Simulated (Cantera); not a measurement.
Cantera run:

```python
import numpy as np
import cantera as ct

gas_names = [...]  # 47 gases of nasa_gas.yaml made of Cl, H, N, O, Si
cond_names = """
    H2O(s) H2O(L) NH4CL(a) NH4CL(b) Si(cr) Si(L) SiO2(Lqz) SiO2(hqz) SiO2(L) Si2N2O(s) Si3N4(a)
""".split()


# ... load() reads the species with a 1 bar reference pressure and builds the phases ...
atoms = {
    'SiH2Cl2': {'Si': 1, 'H': 2, 'CL': 2},
    'O3': {'O': 3},
    'H2': {'H': 2},
    'NO': {'N': 1, 'O': 1},
}
top_T = {'Si2N2O(s)': 2100, 'Si3N4(a)': 2400}  # K; cautious upper limits of use, not melting points


# ... equilibrate(T, P, feed) seeds the gas with the atoms and calls Mixture.equilibrate('TP', solver="vcs", rtol=1e-11, max_steps=5000) ...
results = []
feed = {'SiH2Cl2': 1, 'O3': 0.16, 'H2': 2.5, 'NO': 0.28}  # mol
T = 1198.15  # K
P = 1000  # Pa
mix = equilibrate(T, P, feed)
results.append((T, P, feed, dict(zip(mix.species_names, mix.species_moles))))
x = sorted(zip(gas.X, gas.species_names), reverse=True)
print(f"T = {T:g} K  P = {P:g} Pa  gas = {mix.phase_moles(0):.4g} mol")
print("   x: " + "  ".join(f"{s} {v:.3e}" for v, s in x if v > 0.001))
print("   condensed (mol): " + ("  ".join(f"{mix.phase(i).name} {mix.phase_moles(i):.4g}"
      for i in range(1, mix.n_phases) if mix.phase_moles(i) > 1e-12) or "none"))
```

It prints:

```
T = 1198.15 K  P = 1000 Pa  gas = 4.215 mol
   x: H2 7.505e-01  HCL 1.522e-01  SiCL4 5.425e-02  SiCL2 2.364e-02  SiCL3 1.204e-02  SiHCL3 7.201e-03
   condensed (mol): SiO2(hqz) 0.3099  Si2N2O(s) 0.14
```

Cantera equilibrium calculation (NASA polynomials, part measured and part estimated; ideal gas, pure solids and liquids). Mutual solubility and eutectic melting of coexisting phases are not modelled. The tables' values for SiCl3 are old estimates; treat these amounts as uncertain. The tables hold silica as quartz up to 1696 K and as liquid above; real silica turns to tridymite and cristobalite and melts near 1996 K.
